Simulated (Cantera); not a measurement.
**Thermodynamics of oxide etching and cleaning by halides, feed MgO + HF**

Feed: 1 mol MgO, 11 mol HF, at 10.0 mbar.

Equilibrium computed with Cantera from the NASA thermochemical tables; the gas is ideal and each condensed phase is pure. Candidate condensed phases: H2O, Mg, MgF2, MgO, Mg(OH)2; 31 gas species. Mutual solubility and eutectic melting of coexisting phases are not modelled. Kinetics and transport are ignored.

From 1075 °C to 1225 °C the condensed part is MgF2(s). From 1275 °C to 1325 °C the condensed part is MgF2(l) + MgO(s). From 1375 °C to 1575 °C the condensed part is MgO(s). The main Mg-bearing gas is MgF2 throughout. The share of Mg in condensed phases is highest at 1075 °C (99.8 %) and lowest at 1575 °C (13.0 %).

```
T (°C)   x HF   x H2O    x MgF2      x H2      x O2      x OH  n MgF2(s)  n MgF2(l)  n MgO(s)
------  -----  ------  --------  --------  --------  --------  ---------  ---------  --------
1075    0.900  0.0999  0.000190   4.37e-5   2.04e-5   5.63e-6      0.998          0         0
1125    0.899  0.0999  0.000627   7.44e-5   3.46e-5   1.08e-5      0.994          0         0
1175    0.898  0.0997   0.00190  0.000122   5.63e-5   1.98e-5      0.981          0         0
1225    0.895  0.0992   0.00531  0.000194   8.87e-5   3.47e-5      0.947          0         0
1275    0.914  0.0722    0.0134  0.000243  0.000110   4.77e-5          0      0.614     0.247
1325    0.920  0.0509    0.0284  0.000289  0.000130   6.20e-5          0      0.245     0.449
1375    0.909  0.0448    0.0452  0.000389  0.000175   9.10e-5          0          0     0.502
1425    0.894  0.0522    0.0528  0.000617  0.000277  0.000156          0          0     0.418
1475    0.877  0.0599    0.0610  0.000950  0.000426  0.000259          0          0     0.328
1525    0.860  0.0680    0.0697   0.00142  0.000639  0.000417          0          0     0.232
1575    0.841  0.0764    0.0788   0.00208  0.000937  0.000653          0          0     0.130
```
x: gas mole fraction; n: condensed amount in mol.
